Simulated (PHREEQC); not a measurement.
Consider water at 20 °C with 0.058 mol KH2PO4 and 9.6e-06 mol H4SiO4 per kg of water. Closed to the air; pH follows from the charge balance.

Equilibrium calculation in PHREEQC: ion-association model, phreeqc.dat.

| Quantity | Result |
|---|---|
| pH | 4.53 |
| ionic strength | 0.0582 mol/kgw |
| specific conductance | 4700 µS/cm |
| density | 1.004 g/cm³ |

| species | molality | activity | log γ |
|---|---|---|---|
| K+ | 0.0580 | 0.0466 | -0.095 |
| H2PO4- | 0.0576 | 0.0473 | -0.086 |
| HPO4-2 | 0.000216 | 9.64e-5 | -0.350 |
| H3PO4 | 0.000191 | 0.000194 | 0.006 |
| H+ | 3.49e-5 | 2.96e-5 | -0.071 |
| KHPO4- | 1.07e-5 | 8.76e-6 | -0.086 |

No solid was allowed to form. Complexes and solids missing from the database can't appear.
